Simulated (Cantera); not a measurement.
## Low-pressure radical oxidation in H2/O2

An isothermal, constant-pressure homogeneous reactor starts with H₂ : O₂ = 0.011 : 1 (molar parts), equivalence ratio 0.0055, at 948 K and 0.0178 atm.

Computed with Cantera and GRI-Mech 3.0 (53 species, 325 reactions). Radical loss at walls, strong at low pressure, is not modelled. Below about 950 K walls govern HO2 and H2O2 in real vessels.

| t (s) | x H₂ | x O₂ | x H₂O | x HO₂ | x H₂O₂ |
|---|---|---|---|---|---|
| 1.00e-5 | 0.0109 | 0.989 | <1e-12 | <1e-12 | <1e-12 |
| 3.53e-5 | 0.0109 | 0.989 | <1e-12 | 1.11e-12 | <1e-12 |
| 0.000125 | 0.0109 | 0.989 | <1e-12 | 3.95e-12 | <1e-12 |
| 0.000440 | 0.0109 | 0.989 | 4.05e-12 | 1.42e-11 | <1e-12 |
| 0.00155 | 0.0109 | 0.989 | 9.45e-11 | 5.29e-11 | <1e-12 |
| 0.00548 | 0.0109 | 0.989 | 1.13e-8 | 5.59e-10 | <1e-12 |
| 0.0193 | 0.00560 | 0.986 | 0.00438 | 6.48e-6 | 2.24e-7 |
| 0.0682 | 3.22e-5 | 0.988 | 0.0108 | 2.08e-6 | 2.99e-8 |
| 0.241 | 2.94e-6 | 0.989 | 0.0109 | 6.73e-7 | 2.01e-8 |
| 0.850 | 2.70e-7 | 0.989 | 0.0109 | 1.56e-7 | 1.14e-8 |
| 3.00 | 2.31e-8 | 0.989 | 0.0109 | 2.80e-8 | 4.27e-9 |
x: mole fraction; the columns are a selection and need not sum to one.

Equilibrium at this temperature and pressure: H₂ 1.41e-12, O₂ 0.989, H₂O 0.0109, HO₂ 1.50e-10, H₂O₂ 2.04e-12 (gas phase only).
